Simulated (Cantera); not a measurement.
Input: 1 mol (CH₃)₂SiCl₂, 0.32 mol CH₄, 10 mol H₂, held at 2425 K and 0.100 bar.

Equilibrium computed with Cantera from the NASA thermochemical tables; the gas is ideal and each condensed phase is pure. Candidate condensed phases: C, C₆H₆, C₇H₈, C₈H₁₈, Si, SiC; 109 gas species. The feed counts by its element totals alone. The tables' values for SiCl, SiCl₃ are old estimates; treat these amounts as uncertain. Gases not in the tables: Si₂H₆ and higher silanes. Rates play no part.

Base state: H₂ 0.809, HCl 0.115, H 0.0509, C₂H₂ (acetylene) 0.00631, Si 0.00532, Cl 0.00515, SiCl₂ 0.00513, SiCl 0.00118 (mole fractions); condensed: C(graphite) + SiC(s).

Task: What changes in the equilibrium state with this change: H₂ from 10 to 220 mol?

Result: 
```json
[
 {"species": "H₂", "before": "0.809", "after": "0.928"},
 {"species": "H", "before": "0.0509", "after": "0.0545"},
 {"species": "HCl", "before": "0.115", "after": "0.00821"},
 {"species": "SiCl₂", "before": "0.00513", "after": "1.34e-5"},
 {"species": "Si", "before": "0.00532", "after": "0.00313"},
 {"species": "SiCl₃", "before": "1.41e-5", "after": "2.44e-9"},
 {"species": "SiCl", "before": "0.00118", "after": "4.61e-5"},
 {"species": "C(graphite), mol", "before": "1.30", "after": "0"},
 {"species": "SiC(s), mol", "before": "0.778", "after": "0"}
]
```
The tables' values for SiCl are old estimates; treat these amounts as uncertain.
